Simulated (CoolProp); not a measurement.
A closed Brayton cycle with carbon dioxide: compressor inlet 329.15 K and 8.1 MPa, high pressure 15 MPa, turbine inlet 630 K, compressor efficiency 0.89, turbine efficiency 0.93, recuperator effectiveness 0.9 (on enthalpy, no pinch check). Each further row changes one setting.

Computed with CoolProp (reference Helmholtz-energy equation of state, Span 1996).

```
case                           thermal efficiency (%)  net work (kJ/kg)  compressor to turbine work  compressor exit (K)  turbine exit (K)
-----------------------------  ----------------------  ----------------  --------------------------  -------------------  ----------------
as stated                                        24.3              33.0                        0.48                381.4             564.3
turbine inlet 580 K                              21.5              26.7                        0.53                381.4             517.0
compressor inlet 339.15 K                        23.2              29.6                        0.53                394.0             564.3
high pressure 12.8 MPa                           22.8              26.0                        0.46                367.7             581.1
recuperator effectiveness 0.5                    14.9              33.0                        0.48                381.4             564.3
```
